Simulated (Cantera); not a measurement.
Feed: 1 mol SiF₄, 0.34 mol N₂O, 0.38 mol H₂, 0.66 mol NO, equilibrated at 10.0 Torr.

Equilibrium computed with Cantera from the NASA thermochemical tables; the gas is ideal and each condensed phase is pure. Candidate condensed phases: H₂O, Si, SiO₂, Si₂N₂O, Si₃N₄; 58 gas species. The tables' values for SiF₃, SiO₂, SiF₂ are old estimates; treat these amounts as uncertain. The tables hold silica as quartz up to 1696 K and as liquid above; real silica turns to tridymite and cristobalite and melts near 1996 K. Equilibrium is a limit: real reactors are often held back by kinetics, nucleation or transport.

x: gas mole fraction; n: condensed amount in mol.

```tsv
T (°C)	x SiF₄	x HF	x N₂	x O₂	x H₂O	x O	x SiF₃	n SiO₂(β-quartz)	n SiO₂(condensed)	n SiO₂(l)
675	0.340	0.236	0.267	0.124	0.0336	9.04e-11	<1e-12	0.148	0	0
825	0.329	0.266	0.265	0.123	(withheld)	(withheld)	5.00e-11	0.168	0	0
975	0.324	0.281	0.264	0.122	0.00935	2.01e-7	4.91e-9	0.178	0	0
1125	0.321	0.288	0.263	0.122	0.00560	2.77e-6	1.79e-7	0.183	0	0
1275	0.320	0.291	0.263	0.121	0.00364	2.30e-5	3.23e-6	0.185	0	0
1425	0.319	0.293	0.262	0.121	0.00253	0.000132	3.47e-5	0	0.187	0
1575	0.319	0.294	0.262	0.120	0.00181	0.000569	0.000249	0	0.187	0
1725	0.317	0.294	0.261	0.119	(withheld)	(withheld)	0.00132	0	0	0.187
1875	0.312	0.292	0.258	0.117	0.00104	0.00570	0.00547	0	0	0.182
```

Question: Fill in the missing entries.

Answer: 
- 825, x H₂O: 0.0171
- 825, x O: 7.20e-9
- 1725, x H₂O: 0.00135
- 1725, x O: 0.00197
